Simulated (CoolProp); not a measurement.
R236EA along the isotherm 138.85 °C: Z from the reference equation and from simpler models built on Tc = 139.3 °C, pc = 3.414 MPa, ω = 0.368; each cubic takes its own stable root.

Computed with CoolProp (reference Helmholtz-energy equation of state, Rui 2013).

```tsv
p (MPa)	phase	reference	van der Waals	Peng-Robinson
0.462	gas	?	0.9583	0.9471
0.923	gas	0.9002	0.9133	0.8913
1.38	gas	0.8445	0.8645	0.8319
1.85	gas	?	0.8081	0.7650
2.31	gas	0.7080	0.7439	0.6909
2.77	gas	0.6176	0.6639	0.6015
3.23	gas	0.4772	0.5404	0.4690
3.69	liquid	0.1968	?	0.2284
4.15	liquid	0.2075	0.3076	0.2325
4.62	liquid	?	0.3260	0.2440
5.08	liquid	0.2383	0.3464	0.2574
5.54	liquid	0.2546	0.3677	0.2717
6	liquid	0.2710	0.3895	0.2864
```

Q: Some entries are withheld; supply them.

A: 
- 0.462, reference: 0.9517
- 1.85, reference: 0.7805
- 3.69, van der Waals: 0.2977
- 4.62, reference: 0.2225
